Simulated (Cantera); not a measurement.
Input: 1 mol SiH4, 0.017 mol HCl, 100 mol H2, equilibrated at 34.0 mbar.

Equilibrium computed with Cantera from the NASA thermochemical tables; the gas is ideal and each condensed phase is pure. Candidate condensed phases: Si; 19 gas species. Rates play no part. All values below are at 1350 K.

Base state: H2 1.000, HCl 0.000166, H 1.29e-5 (mole fractions); condensed: Si(s).

Question: What changes in the equilibrium state with this change: SiH4 replaced by CH3SiCl3?

Answer: 
```
species        before    after
-----------  --------  -------
H2              1.000    0.971
HCl          0.000166   0.0292
CH4                 0  4.30e-5
SiCl2         7.79e-8  4.04e-5
H             1.29e-5  1.27e-5
Si(s), mol      1.000        0
SiC(s), mol         0    0.996
```
The feed counts by its element totals alone. Further candidate phases: C, C6H6, C7H8, C8H18, SiC.
